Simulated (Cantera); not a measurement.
A perfectly stirred reactor is fed with 0.477 % CH2O, 4.10 % O2, 95.4 % N2, at 4.20 bar; it is held at 1125 K, and followed from long to short residence time.

Model: GRI-Mech 3.0 (53 species, 325 reactions), integrated in Cantera.

x: mole fraction; the columns are a selection and need not sum to one.

```json
[
 {"τ (s)": "14", "x CH2O": "2.99e-6", "x O2": "0.0364", "x C2H2": "<1e-12", "x HCO": "1.53e-11", "x NO2": "2.32e-8", "x N2O": "5.57e-7", "x CH2CO": "<1e-12"},
 {"τ (s)": "5.0", "x CH2O": "6.12e-6", "x O2": "0.0364", "x C2H2": "<1e-12", "x HCO": "4.28e-11", "x NO2": "1.58e-8", "x N2O": "6.37e-7", "x CH2CO": "<1e-12"},
 {"τ (s)": "1.7", "x CH2O": "1.25e-5", "x O2": "0.0366", "x C2H2": "<1e-12", "x HCO": "1.25e-10", "x NO2": "7.12e-9", "x N2O": "5.31e-7", "x CH2CO": "<1e-12"},
 {"τ (s)": "0.60", "x CH2O": "2.49e-5", "x O2": "0.0369", "x C2H2": "<1e-12", "x HCO": "3.52e-10", "x NO2": "2.29e-9", "x N2O": "3.34e-7", "x CH2CO": "<1e-12"},
 {"τ (s)": "0.21", "x CH2O": "…", "x O2": "0.0372", "x C2H2": "<1e-12", "x HCO": "9.91e-10", "x NO2": "5.35e-10", "x N2O": "…", "x CH2CO": "<1e-12"},
 {"τ (s)": "0.072", "x CH2O": "0.000112", "x O2": "0.0377", "x C2H2": "<1e-12", "x HCO": "2.82e-9", "x NO2": "9.64e-11", "x N2O": "6.69e-8", "x CH2CO": "<1e-12"},
 {"τ (s)": "0.025", "x CH2O": "0.000251", "x O2": "0.0382", "x C2H2": "<1e-12", "x HCO": "7.81e-9", "x NO2": "1.80e-11", "x N2O": "2.43e-8", "x CH2CO": "<1e-12"},
 {"τ (s)": "0.0086", "x CH2O": "0.000555", "x O2": "0.0386", "x C2H2": "<1e-12", "x HCO": "2.10e-8", "x NO2": "4.17e-12", "x N2O": "8.82e-9", "x CH2CO": "<1e-12"},
 {"τ (s)": "0.0030", "x CH2O": "…", "x O2": "0.0391", "x C2H2": "<1e-12", "x HCO": "…", "x NO2": "1.04e-12", "x N2O": "…", "x CH2CO": "<1e-12"}
]
```

Fill in the missing entries.


- 0.21, x CH2O: 5.13e-5
- 0.21, x N2O: 1.66e-7
- 0.0030, x CH2O: 0.00117
- 0.0030, x HCO: 5.08e-8
- 0.0030, x N2O: 3.45e-9
